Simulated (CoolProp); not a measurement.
The fluid at 480.55 K and 0.469 MPa is compressed adiabatically to 0.958 MPa with isentropic efficiency 1. The same conditions are run with several fluids, on thermodynamics alone (safety and materials aside).

Computed with CoolProp (reference Helmholtz-energy equation of state of each fluid (methanol: de Reuck 1993; n-pentane: Thol 2019; isobutane: Bücker 2006; hexamethyldisiloxane (MM): Thol 2016)).

Problem. Rank methanol, n-pentane, isobutane, hexamethyldisiloxane (MM) by work (kJ/kg), highest first.

Solution. methanol (91.1), isobutane (48.4), n-pentane (37.8), hexamethyldisiloxane (MM) (14.6)

| fluid | final temperature (K) | final density (kg/m³) |
|---|---|---|
| methanol | 531.3 | 7.19 |
| n-pentane | 499.0 | 18.2 |
| isobutane | 501.8 | 14.0 |
| hexamethyldisiloxane (MM) | 494.5 | 51.0 |
